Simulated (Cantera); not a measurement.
## Silicon epitaxy and polysilicon growth: Si2H6 + Cl2 + N2

Charge: 1 mol Si2H6, 0.024 mol Cl2, a varied amount of N2, held at 1500 K and 6100 Pa.

Cantera equilibrium calculation (NASA polynomials, part measured and part estimated; ideal gas, pure solids and liquids). Candidate condensed phases: NH4Cl, Si, Si3N4; 28 gas species. The feed counts by its element totals alone. Rates play no part.

```
n(N2) (mol)   x N2    x H2     x HCl      x H  x SiCl2    x NH3     x Cl  n Si3N4(s)
-----------  -----  ------  --------  -------  -------  -------  -------  ----------
5.5          0.579   0.414   0.00667  4.58e-5  4.19e-6  7.66e-7  5.95e-7       0.667
19           0.854   0.144   0.00232  2.70e-5  1.13e-6  1.90e-7  3.51e-7       0.667
32           0.910  0.0883   0.00142  2.12e-5  6.63e-7  9.46e-8  2.75e-7       0.667
45           0.935  0.0637   0.00103  1.80e-5  4.70e-7  5.88e-8  2.34e-7       0.667
58           0.949  0.0498  0.000803  1.59e-5  3.64e-7  4.10e-8  2.07e-7       0.667
71           0.958  0.0409  0.000660  1.44e-5  2.97e-7  3.06e-8  1.87e-7       0.667
84           0.965  0.0347  0.000559  1.33e-5  2.51e-7  2.40e-8  1.72e-7       0.667
97           0.969  0.0301  0.000486  1.24e-5  2.17e-7  1.95e-8  1.61e-7       0.667
110          0.973  0.0266  0.000429  1.16e-5  1.91e-7  1.62e-8  1.51e-7       0.667
```
x: gas mole fraction; n: condensed amount in mol.

From 5.5 mol N2 to 110 mol N2 the condensed part is Si3N4(s). The main Si-bearing gas is SiCl2 throughout.
